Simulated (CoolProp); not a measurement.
The fluid at 298.15 K and 0.518 MPa is compressed adiabatically to 2.53 MPa with isentropic efficiency 0.85. The same conditions are run with several fluids, on thermodynamics alone (safety and materials aside).

The numbers come from the reference Helmholtz-energy equation of state of each fluid (ammonia: Gao 2020; R1132(E): Akasaka 2024; CF4 (R14): Platzer 1990; carbon dioxide: Span 1996) in CoolProp. The equations of Platzer and Polt are older, rougher fits.

```tsv
fluid	work (kJ/kg)	final temperature (K)	final density (kg/m³)
ammonia	[?]	[?]	[?]
R1132(E)	[?]	385.6	58.0
CF4 (R14)	57.1	380.0	[?]
carbon dioxide	122	438.2	[?]
```

Task: Complete the blanks.

Result: 
- ammonia, work (kJ/kg): 306
- ammonia, final temperature (K): 443.5
- ammonia, final density (kg/m³): 12.5
- R1132(E), work (kJ/kg): 73.4
- CF4 (R14), final density (kg/m³): 72.7
- carbon dioxide, final density (kg/m³): 31.6
